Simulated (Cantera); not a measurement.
**Mg(OH)₂ + CO₂ + H₂ (calcination and drying)**

Charge: 1 mol Mg(OH)₂, 0.94 mol CO₂, 0.022 mol H₂, at 1402 °C and 1.00 bar.

These are equilibrium values from Cantera (NASA tables, ideal gas, pure condensed phases), not measurements of a reactor. Candidate condensed phases: C, C₆H₆, C₇H₈, C₈H₁₈, H₂O, Mg, MgCO₃, MgO, Mg(OH)₂; 116 gas species. Equilibrium is a limit: real reactors are often held back by kinetics, nucleation or transport.

```
Property                                    Value
--------------------------------------  ---------
x(H₂O)                                      0.518
x(CO₂)                                      0.471
x(CO)                                     0.00845
x(H₂)                                     0.00281
x(OH)                                     5.49e-5
x(O₂)                                     8.11e-6
x(H)                                      6.15e-6
n(MgO(s))                               1.000 mol
gas amount                              1.962 mol
log10 activity of C(graphite) (absent)      -7.59
log10 activity of Mg(l) (absent)           -10.40
```
